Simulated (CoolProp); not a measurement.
Vapour-liquid equilibrium of dimethyl ether (1) + chloromethane (R40) (2) at 568 kPa; x and y are mole fractions of (1).

Model: multi-fluid Helmholtz-energy mixture model, Wu 2011 and Thol 2014; pair parameters Bell 2016, in CoolProp.

```csv
x,bubble temperature (K),y at the bubble point,dew temperature at overall composition x (K),liquid density (mol/L)
0.05,297.9,0.044,297.9,17.87
0.15,298.3,0.137,298.4,17.44
0.25,298.7,[?],298.7,[?]
0.35,298.9,0.342,298.9,16.65
0.45,299.0,0.450,299.0,16.27
0.55,298.9,[?],298.9,15.90
0.65,298.7,0.666,298.8,[?]
0.75,298.3,0.770,298.4,15.21
0.85,297.8,[?],297.9,[?]
0.95,297.2,0.958,297.2,14.56
```

Task: Some entries are withheld; supply them.

Result: 
- 0.25, y at the bubble point: 0.237
- 0.25, liquid density (mol/L): 17.04
- 0.55, y at the bubble point: 0.558
- 0.65, liquid density (mol/L): 15.55
- 0.85, y at the bubble point: 0.868
- 0.85, liquid density (mol/L): 14.88

y crosses x between x = 0.45 and 0.55: the model has an azeotrope there.

Pair parameters are fitted to limited data, so mixtures are less certain than the pure fluids.
